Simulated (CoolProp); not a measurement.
Chlorine at several states: density (kg/m³) from the reference equation and from simpler models built on Tc = 143.7 °C, pc = 7642 kPa, ω = 0.070; each cubic takes its own stable root.

The numbers come from the reference Helmholtz-energy equation of state, Thol 2021 in CoolProp.

```json
[
 {"T (°C)": "-95.15", "p (kPa)": "1600", "phase": "liquid", "reference": "1730", "van der Waals": "(withheld)", "Redlich-Kwong": "1588", "Soave-Redlich-Kwong": "1575", "Peng-Robinson": "1769"},
 {"T (°C)": "-46.75", "p (kPa)": "721", "phase": "liquid", "reference": "1600", "van der Waals": "1001", "Redlich-Kwong": "1481", "Soave-Redlich-Kwong": "1475", "Peng-Robinson": "(withheld)"},
 {"T (°C)": "164.85", "p (kPa)": "6910", "phase": "gas", "reference": "197.3", "van der Waals": "(withheld)", "Redlich-Kwong": "202.6", "Soave-Redlich-Kwong": "(withheld)", "Peng-Robinson": "(withheld)"},
 {"T (°C)": "79.55", "p (kPa)": "1420", "phase": "gas", "reference": "38.70", "van der Waals": "(withheld)", "Redlich-Kwong": "38.62", "Soave-Redlich-Kwong": "38.68", "Peng-Robinson": "(withheld)"},
 {"T (°C)": "106.95", "p (kPa)": "20000", "phase": "liquid", "reference": "(withheld)", "van der Waals": "835.0", "Redlich-Kwong": "1097", "Soave-Redlich-Kwong": "1102", "Peng-Robinson": "1236"}
]
```

Problem. Some entries are withheld; supply them.

Solution. 
- -95.15, van der Waals: 1067
- -46.75, Peng-Robinson: 1662
- 164.85, van der Waals: 198.0
- 164.85, Soave-Redlich-Kwong: 201.4
- 164.85, Peng-Robinson: 210.1
- 79.55, van der Waals: 37.69
- 79.55, Peng-Robinson: 39.03
- 106.95, reference: 1203
